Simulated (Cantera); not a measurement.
Cantera with NASA thermochemical tables; ideal gases at 1 bar, condensed phases pure. Values are per mole of reaction as written; species without (g) are pure solids or liquids, kept so even where they would boil at 1 bar.

Task: Between 300 and 2425 K, where is each reaction favourable under standard conditions?
- Ta + O₂(g) → TaO₂(g)
- 1.333 Cr + O₂(g) → 0.6667 Cr₂O₃
- 4 Al + O₂(g) → 2 Al₂O(g)

Result: 
- Ta + O₂(g) → TaO₂(g): ΔG° is -211 kJ at 300 K and -259 kJ at 2425 K; it stays negative (K > 1). ΔH° is -220 kJ and ΔS° 16 J/K at 2425 K.
- 1.333 Cr + O₂(g) → 0.6667 Cr₂O₃: ΔG° is -702 kJ at 300 K and -334 kJ at 2425 K; it stays negative (K > 1). ΔH° is -781 kJ and ΔS° -184 J/K at 2425 K.
- 4 Al + O₂(g) → 2 Al₂O(g): ΔG° is -346 kJ at 300 K and -581 kJ at 2425 K; it stays negative (K > 1). ΔH° is -413 kJ and ΔS° 69 J/K at 2425 K.
